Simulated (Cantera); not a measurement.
A closed system holds: 1 mol trisilylamine, 93 mol N2, held at 15.0 Pa.

Equilibrium computed with Cantera from the NASA thermochemical tables; the gas is ideal and each condensed phase is pure. Candidate condensed phases: Si, Si3N4; 18 gas species. The feed counts by its element totals alone. Rates play no part.

Problem. Which condensed phases are stable at each of these points (T (K)): 923, 1023, 1123, 1223, 1323, 1423, 1523, 1623, 1723, 1823, 1923, 2023?

Solution. 
```csv
T (K),condensed phases,Si condensed (%)
923,Si3N4(s),100.0
1023,Si3N4(s),100.0
1123,Si3N4(s),100.0
1223,Si3N4(s),100.0
1323,Si3N4(s),100.0
1423,Si3N4(s),100.0
1523,Si3N4(s),99.7
1623,Si(s),96.4
1723,Si(l),77.4
1823,gas only,0.0
1923,gas only,0.0
2023,gas only,0.0
```

From 923 K to 1523 K the condensed part is Si3N4(s). At 1623 K the condensed part is Si(s). At 1723 K the condensed part is Si(l). From 1823 K to 2023 K nothing is condensed.
